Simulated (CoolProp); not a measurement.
Vapour-liquid equilibrium of n-octane (1) + o-xylene (2) at 0.00672 MPa; x and y are mole fractions of (1).

Computed with CoolProp (multi-fluid Helmholtz-energy mixture model, Beckmüller 2019 and Zhou 2012; pair parameters Bell 2016).

### Question
Give the bubble temperature and the first vapour's composition at x = 0.35, 0.45, 0.65. Is there an azeotrope?

### Answer
x = 0.35: 57.7 °C, y = 0.517; x = 0.45: 56.2 °C, y = 0.614; x = 0.65: 53.7 °C, y = 0.776. No azeotrope shows between x = 0.05 and 0.95.

The pair parameters rest on a limited set of measurements; away from them the model extrapolates.
